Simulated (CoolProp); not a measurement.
Methanol at several states: fugacity coefficient from the reference equation and from simpler models built on Tc = 240.2 °C, pc = 8.216 MPa, ω = 0.565; each cubic takes its own stable root.

Values from CoolProp's reference Helmholtz-energy equation of state, de Reuck 1993.

| T (°C) | p (MPa) | phase | reference | van der Waals | Redlich-Kwong | Soave-Redlich-Kwong | Peng-Robinson |
|---|---|---|---|---|---|---|---|
| 332.25 | 0.0753 | gas | 0.9984 | 0.9982 | 0.9981 | 0.9985 | 0.9982 |
| 315.55 | 0.0525 | gas | 0.9988 | 0.9986 | 0.9985 | 0.9988 | 0.9986 |
| -38.55 | 18.3 | liquid | 1.773e-5 | 0.01314 | 0.0004309 | 9.572e-6 | 1.148e-5 |
| 32.15 | 16.5 | liquid | 0.001889 | 0.06304 | 0.01299 | 0.001792 | 0.001848 |
| 276.45 | 0.371 | gas | 0.9893 | 0.9887 | 0.9874 | 0.9883 | 0.9867 |
| 268.65 | 29 | supercritical | 0.3354 | 0.3879 | 0.3571 | 0.3890 | 0.3594 |
